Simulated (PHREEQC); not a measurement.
Dissolve 18 mmol/kgw HCl, 0.85 mmol/kgw CaCl2 and 0.1 mmol/kgw KCl at 30 °C. Closed to the air; pH follows from the charge balance.

Equilibrium calculation in PHREEQC: ion-association model, phreeqc.dat.

```
Property                      Result
--------------------  --------------
pH                              1.80
ionic strength        0.0207 mol/kgw
specific conductance      8000 µS/cm
total alkalinity        -18.0 meq/kg
```

```csv
species,molality,activity,log γ
Cl-,0.0198,0.0171,-0.063
H+,0.0180,0.0160,-0.052
Ca+2,0.000850,0.000494,-0.236
K+,0.000100,8.65e-5,-0.063
```

This is a speciation only: nothing precipitates in the calculation. Species that the database lacks are ignored.
